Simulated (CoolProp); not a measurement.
Ethylene at 298.15 K and 1.64 MPa is throttled through a valve to 0.542 MPa with no heat exchange. Each further row changes one setting.

Values from CoolProp's reference Helmholtz-energy equation of state, Smukala 2000.

```csv
case,temperature change (K),final density (kg/m³)
as stated,?,?
outlet pressure 0.163 MPa,-16.5,?
outlet pressure 0.705 MPa,?,8.66
```

Task: Some entries are withheld; supply them.

Result: 
- as stated, temperature change (K): -12.1
- as stated, final density (kg/m³): 6.63
- outlet pressure 0.163 MPa, final density (kg/m³): 1.97
- outlet pressure 0.705 MPa, temperature change (K): -10.3
